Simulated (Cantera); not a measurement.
An isothermal, constant-pressure homogeneous reactor starts with H2 : O2 = 0.011 : 1 (molar parts), equivalence ratio 0.0055, at 1450 K and 230 Pa.

Detailed kinetics in Cantera: the H2/O2 subset of GRI-Mech 3.0, which has no nitrogen chemistry. Radical loss at walls, strong at low pressure, is not modelled.

**Question.** Predict: x(H2) at 80.0 s; x(O2) at 80.0 s; x(OH) at 80.0 s; x(HO2) at 80.0 s; x(O) at 80.0 s; x(H2O) at 80.0 s.

**Answer.** 
```
Item                                                 Result
----------------  -----------------------------------------
x(H2) at 80.0 s     3.94e-6 (gas-phase equilibrium 2.18e-7)
x(O2) at 80.0 s         0.988 (gas-phase equilibrium 0.989)
x(OH) at 80.0 s   0.000472 (gas-phase equilibrium 0.000111)
x(HO2) at 80.0 s    2.10e-8 (gas-phase equilibrium 3.10e-8)
x(O) at 80.0 s     0.000772 (gas-phase equilibrium 4.19e-5)
x(H2O) at 80.0 s      0.0107 (gas-phase equilibrium 0.0109)
```
